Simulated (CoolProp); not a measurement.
Vapour-liquid equilibrium of R125 (1) + R143a (2) at 77.2 kPa; x and y are mole fractions of (1).

Model: multi-fluid Helmholtz-energy mixture model, Lemmon 2005 and Lemmon and Jacobsen 2000; pair parameters Lemmon 2004, in CoolProp.

Question: Give the bubble temperature and the first vapour's composition at x = 0.05, 0.425, 0.5. Is there an azeotrope?

Answer: x = 0.05: 220.5 K, y = 0.045; x = 0.425: 220.9 K, y = 0.426; x = 0.5: 220.9 K, y = 0.508. y crosses x between x = 0.35 and 0.425: the model has an azeotrope there.

Pair parameters are fitted to limited data, so mixtures are less certain than the pure fluids.
